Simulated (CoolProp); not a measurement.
A simple Rankine cycle with dimethyl ether: condensing at 326.15 K, boiler at 4.31 MPa, turbine inlet 393.1 K, turbine efficiency 0.65, pump efficiency 0.7, no recuperator. Each further row changes one setting.

Computed with CoolProp (reference Helmholtz-energy equation of state, Wu 2011).

| case | thermal efficiency (%) | net work (kJ/kg) | heat in (kJ/kg) | turbine exit temperature (K) | volume ratio over the turbine |
|---|---|---|---|---|---|
| as stated | 7.3 | 27.9 | 380 | 326.1 | 4.21 |
| turbine inlet 413.1 K | 7.9 | 35.3 | 444 | 354.9 | 3.85 |
| condensing temperature 318.15 K | 8.3 | 33.2 | 401 | 318.1 | 5.16 |
| boiler pressure 3.02 MPa | 6.2 | 26.8 | 435 | 354.2 | 2.58 |
| turbine efficiency 0.55 | 5.9 | 22.5 | 380 | 328.0 | 4.28 |

The expansion ends wet for: as stated; condensing temperature 318.15 K.
